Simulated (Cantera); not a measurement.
An isothermal, constant-pressure homogeneous reactor starts with 1.10 % H₂, 50.0 % O₂, 49.0 % N₂, at 1275 K and 0.00671 atm.

Detailed kinetics in Cantera: GRI-Mech 3.0 (53 species, 325 reactions). Radical loss at walls, strong at low pressure, is not modelled.

x: mole fraction; the columns are a selection and need not sum to one.

```csv
t (s),x H₂,x O₂,x H,x OH,x NO
7.00e-5,0.0110,0.499,5.25e-10,1.63e-10,<1e-12
0.000283,0.0110,0.499,1.32e-9,1.66e-9,<1e-12
0.00114,0.0110,0.499,4.94e-9,1.47e-8,<1e-12
0.00461,0.0110,0.499,3.31e-7,1.18e-6,<1e-12
0.0186,0.000211,0.490,0.000961,0.00128,1.78e-9
0.0752,…,0.490,…,…,…
0.304,6.93e-5,0.491,0.000520,0.000902,5.66e-8
1.23,3.29e-5,0.494,0.000165,0.000623,1.16e-7
4.95,…,0.496,…,…,1.48e-7
20.0,6.23e-7,0.497,4.17e-7,8.61e-5,1.60e-7
```

Problem. Some entries are withheld; supply them.

Solution. 
- 0.0752, x H₂: 8.67e-5
- 0.0752, x H: 0.000740
- 0.0752, x OH: 0.00101
- 0.0752, x NO: 1.55e-8
- 4.95, x H₂: 6.10e-6
- 4.95, x H: 1.28e-5
- 4.95, x OH: 0.000269
